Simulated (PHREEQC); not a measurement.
Metal-bearing waste water

Consider water at 78 °C with 0.14 mol FeCl3, 0.0036 mol ZnCl2, 0.0015 mol HCl and 0.00015 mol Na2SO4 per kg of water. Closed to the air; pH follows from the charge balance.

The numbers come from PHREEQC with the ion-association model, phreeqc.dat.

```json
{
  "pH": "1.62",
  "ionic_strength": "0.506 mol/kgw",
  "activity_of_water": "0.992",
  "total_alkalinity": "-282 meq/kg"
}
```

| species | molality | activity | log γ |
|---|---|---|---|
| Cl- | 0.320 | 0.199 | -0.207 |
| FeCl+2 | 0.0944 | 0.0174 | -0.735 |
| H+ | 0.0318 | 0.0237 | -0.128 |
| FeOH+2 | 0.0144 | 0.00266 | -0.735 |
| Fe+3 | 0.00985 | 0.000696 | -1.151 |
| Fe2(OH)2+4 | 0.00744 | 2.96e-5 | -2.400 |
| FeCl2+ | 0.00565 | 0.00370 | -0.184 |
| ZnCl+ | 0.00170 | 0.00106 | -0.206 |
| Zn+2 | 0.00148 | 0.000272 | -0.735 |
| Fe(OH)2+ | 0.000304 | 0.000203 | -0.176 |
| Na+ | 0.000300 | 0.000206 | -0.163 |
| ZnCl2 | 0.000235 | 0.000264 | 0.051 |
| ZnCl3- | 0.000124 | 7.70e-5 | -0.206 |
| Fe3(OH)4+5 | 0.000111 | 1.98e-8 | -3.750 |
| FeSO4+ | 8.24e-5 | 5.40e-5 | -0.184 |
| FeCl3 | 6.54e-5 | 7.35e-5 | 0.051 |

No solid was allowed to form. Examples of supersaturated solids here: Hematite (slow to form), Goethite (slow to form). Others may be too. Species that the database lacks are ignored. At this temperature some constants are extrapolated from 25 °C, and those without enthalpy data are left unchanged.
